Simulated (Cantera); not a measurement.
Silicon carbide growth: SiCl₄ + C₃H₈ + H₂

Charge: 1 mol SiCl₄, 0.016 mol C₃H₈, 1100 mol H₂, held at 1.00 Torr.

These are equilibrium values from Cantera (NASA tables, ideal gas, pure condensed phases), not measurements of a reactor. Candidate condensed phases: C, C₆H₆, C₇H₈, C₈H₁₈, Si, SiC; 109 gas species. Mutual solubility and eutectic melting of coexisting phases are not modelled. The tables' values for SiCl are old estimates; treat these amounts as uncertain. Gases not in the tables: Si₂H₆ and higher silanes. Rates play no part.

```csv
T (K),log p H₂,log p H,log p HCl,log p Si,log p Cl,n Si(s),n SiC(s),n Si(l)
1098,-2.88,-9.05,-5.32,-13.66,-11.54,0.923,0.0480,0
1248,-2.88,-7.77,-5.32,-11.11,-10.28,0.917,0.0480,0
1398,-2.88,-6.76,-5.32,-9.11,-9.30,0.910,0.0480,0
1548,-2.88,-5.95,-5.33,-7.50,-8.50,0.872,0.0479,0
1698,-2.88,-5.28,-5.33,-6.18,-7.84,0,0.0447,0.291
1848,-2.88,-4.72,-5.33,-5.97,-7.28,0,0.0176,0
1998,-2.90,-4.24,-5.34,-5.94,-6.81,0,0,0
```
log p: log10 of the partial pressure in bar; n: condensed amount in mol.

From 1098 K to 1548 K the condensed part is Si(s) + SiC(s). At 1698 K the condensed part is Si(l) + SiC(s). At 1848 K the condensed part is SiC(s). At 1998 K nothing is condensed. The main Si-bearing gas is SiCl₂ at 1098 K and Si at 1998 K. The share of Si in condensed phases is highest at 1098 K (97.1 %) and lowest at 1998 K (0.0 %).
